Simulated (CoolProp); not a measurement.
Vapour-liquid equilibrium of propylene (1) + n-hexane (2) at 252.7 K; x and y are mole fractions of (1).

Model: multi-fluid Helmholtz-energy mixture model, Lemmon 2013 and Thol 2019; pair parameters Bell 2016, in CoolProp.

```csv
x,"bubble pressure, mixture model (kPa)","bubble pressure, Raoult's law (kPa)","y, mixture model","y, Raoult's law"
0.05,26.85,16.77,0.934,0.897
0.15,61.91,46.67,0.973,0.967
0.25,87.68,76.57,0.982,0.982
0.35,110.8,106.5,0.987,0.989
0.45,134.4,136.4,0.990,0.993
0.55,160.0,166.3,0.993,0.995
0.65,188.2,196.2,0.995,0.997
0.75,218.9,226.1,0.997,0.998
0.85,251.3,256.0,0.998,0.999
0.95,284.4,285.9,1.000,1.000
```

The largest gap from Raoult's law is +60.1 % in bubble pressure, at x = 0.05. No azeotrope shows between x = 0.05 and 0.95.

The pair parameters rest on a limited set of measurements; away from them the model extrapolates. The gap from Raoult's law changes sign with composition, which may be real or a fault of the pair parameters; it wasn't checked against measurements. With so large a gap from Raoult's law the liquid may split in two, which this calculation doesn't test in full.
